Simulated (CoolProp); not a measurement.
Computed with CoolProp (reference Helmholtz-energy equation of state, Lemmon 2006). It is a short technical equation, of lower accuracy than the large ones.

Question: Give the vapour pressure (MPa), enthalpy of vaporisation (kJ/kg), liquid viscosity (µPa s), vapour viscosity (µPa s) of saturated C2F6 (R116) at -6.15 °C.

Answer: 
```
T (°C)  p (MPa)  enthalpy of vaporisation (kJ/kg)  liquid viscosity (µPa s)  vapour viscosity (µPa s)
------  -------  --------------------------------  ------------------------  ------------------------
-6.15      1.56                              70.6                       120                      13.3
```

Viscosity comes from a separate model (Huber 2003), an estimate that may be off by 10 % or more.
